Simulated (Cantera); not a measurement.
An isothermal plug-flow reactor at 548 K and 760 Torr (inlet), inlet velocity 0.086 m/s, active area per volume 3400 1/m; feed 2.12 % CO, 1.41 % O2, 92.9 % N2, 3.53 % H2O, equivalence ratio 0.75.

Cantera simulation using Deutschmann's 1995 Pt surface mechanism with GRI-Mech 3.0 gas chemistry; the numbers are that mechanism's predictions, not measurements. Catalytic surfaces can have several steady states; this one follows from the mechanism file's or the stated starting coverage. Mass transfer to the wall is taken as infinitely fast.

Q: Predict: x(CO) at z = 0.089 m; x(O2) at z = 0.089 m; x(H2O) at z = 0.089 m; x(CO2) at z = 0.089 m; θ(free Pt) at the exit; θ(CO*) at the exit.

A: 
```
Item                     Result
----------------------  -------
x(CO) at z = 0.089 m     0.0190
x(O2) at z = 0.089 m     0.0131
x(H2O) at z = 0.089 m    0.0353
x(CO2) at z = 0.089 m   0.00216
θ(free Pt) at the exit  0.00162
θ(CO*) at the exit        0.998
```
